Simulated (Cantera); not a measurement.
A perfectly stirred reactor is fed with 2.46 % CO, 3.36 % O2, 2.36 % H2O, 90.9 % N2, 0.873 % H2, at 2.20 bar; it is held at 1375 K, and followed from long to short residence time.

Cantera simulation using GRI-Mech 3.0 (53 species, 325 reactions); the numbers are that mechanism's predictions, not measurements. The hydrogen kinetics of GRI-Mech 3.0 are dated; newer H2 mechanisms differ, most at raised pressure.

One state of this run: x CO = 0.00557; x O2 = 0.0200; x H2O = 0.0319; x NO2 = 2.11e-9; x H2O2 = 6.68e-7. x: mole fraction; the columns are a selection and need not sum to one.

### Question
Which value of τ (s) does it belong to?
A) 0.0038
B) 0.010
C) 0.027
D) 0.0014

### Answer
D, 0.0014
